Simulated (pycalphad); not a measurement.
CALPHAD calculation (pycalphad, COST 507 light-alloy database (1999)), 1 atm. The data set is of 1999 and partly superseded. Not assessed as a whole: an extrapolation from subsystems, which can miss ternary compounds. Amounts are mole fractions of atoms. Diffusion is slow at the low end, where real alloys seldom reach equilibrium.

Task: Give the equilibrium state of Ti-0.7858Al-0.1394C (wt.%) at 850 K.

Result: 
```
T = 850.00 K, P = 101325 Pa, N = 1 mol of atoms
G = -38020 J/mol, H = 13077 J/mol, S = 60.11 J/(mol K)  (SER reference)
chemical potentials (J/mol): Ti -35478, Al -141608, C -231474
phase             fraction      x(Ti)      x(Al)       x(C)
HCP_A3              0.9893     0.9844     0.0139     0.0017
FCC_A1              0.0107     0.6417   6.42e-15     0.3583
```

Task: Give the equilibrium state of Ti-0.7858Al-0.1394C (wt.%) at 1290 K.

Result: 
```
T = 1290.00 K, P = 101325 Pa, N = 1 mol of atoms
G = -68059 J/mol, H = 31548 J/mol, S = 77.21 J/(mol K)  (SER reference)
chemical potentials (J/mol): Ti -65728, Al -165401, C -239567
phase             fraction      x(Ti)      x(Al)       x(C)
BCC_A2              0.9981     0.9813     0.0138     0.0049
FCC_A1              0.0019     0.6579   1.31e-11     0.3421
```

FCC_A1 is fcc; BCC_A2 is bcc; HCP_A3 is hcp. The fcc model also describes the rock-salt carbide or nitride (TiC, TiN, HfC).
